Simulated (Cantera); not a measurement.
A perfectly stirred reactor is fed with H2 : O2 : N2 = 0.17 : 1 : 0.14 (molar parts), equivalence ratio 0.085, at 1.20 Torr; it is held at 1425 K, and followed from long to short residence time.

Detailed kinetics in Cantera: the H2/O2 subset of GRI-Mech 3.0, which has no nitrogen chemistry. Radical loss at walls, strong at low pressure, is not modelled. The temperature is held fixed by assumption; the heat of reaction is taken as removed at once.

### Question
Predict: x(H2) at τ = 2.50 s; x(O2) at τ = 2.50 s; x(H2O2) at τ = 2.50 s; x(HO2) at τ = 2.50 s; x(O) at τ = 2.50 s; x(H2) at τ = 37.0 ms; x(O2) at τ = 37.0 ms; x(H2O2) at τ = 37.0 ms; x(HO2) at τ = 37.0 ms; x(O) at τ = 37.0 ms.

### Answer
x(H2) at τ = 2.50 s: 0.00317
x(O2) at τ = 2.50 s: 0.705
x(H2O2) at τ = 2.50 s: 1.48e-8
x(HO2) at τ = 2.50 s: 4.11e-7
x(O) at τ = 2.50 s: 0.0388
x(H2) at τ = 37.0 ms: 0.00711
x(O2) at τ = 37.0 ms: 0.673
x(H2O2) at τ = 37.0 ms: 1.59e-8
x(HO2) at τ = 37.0 ms: 4.23e-7
x(O) at τ = 37.0 ms: 0.0674
